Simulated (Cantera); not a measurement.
# Equilibrium for silicon etching in halogen gases: Si + SF6 + N2

Feed: 1 mol Si, 2.3 mol SF6, 20 mol N2, at 4.60e-5 bar.

These are equilibrium values from Cantera (NASA tables, ideal gas, pure condensed phases), not measurements of a reactor. Candidate condensed phases: S, Si, Si3N4; 29 gas species. The tables' values for SF3, S2F2 (SSF2), FS2F (FSSF), SF5 are old estimates; treat these amounts as uncertain. Gases not in the tables: S3 to S7. Rates play no part.

```tsv
T (K)	x N2	x F	x SF4	x SF2	x SiF4	x S2	x SF6
998	0.858	0.000304	0.0847	0.000261	0.0429	<1e-12	0.0132
1048	0.857	0.00176	0.0851	0.000286	0.0428	<1e-12	0.0126
1098	0.852	0.00772	0.0870	0.000397	0.0426	<1e-12	0.00972
1148	0.840	0.0211	0.0900	0.00108	0.0420	<1e-12	0.00391
1198	0.826	0.0372	0.0854	0.00507	0.0413	<1e-12	0.000767
1248	0.803	0.0643	0.0685	0.0168	0.0402	4.48e-11	0.000152
1298	0.767	0.107	0.0417	0.0374	0.0383	1.46e-9	2.57e-5
1348	0.729	0.151	0.0157	0.0604	0.0365	3.61e-8	2.29e-6
1398	0.709	0.174	0.00346	0.0734	0.0355	8.74e-7	9.32e-8
1448	0.703	0.181	0.000620	0.0769	0.0352	1.87e-5	2.89e-9
1498	0.700	0.186	0.000114	0.0752	0.0350	0.000301	1.00e-10
1548	0.692	0.199	2.27e-5	0.0659	0.0346	0.00274	4.61e-12
1598	0.673	0.228	4.59e-6	0.0460	0.0336	0.0100	<1e-12
1648	0.651	0.261	7.76e-7	0.0245	0.0326	0.0186	<1e-12
```
x: gas mole fraction; nothing condenses.

From 998 K to 1648 K nothing is condensed. The main Si-bearing gas is SiF4 throughout.
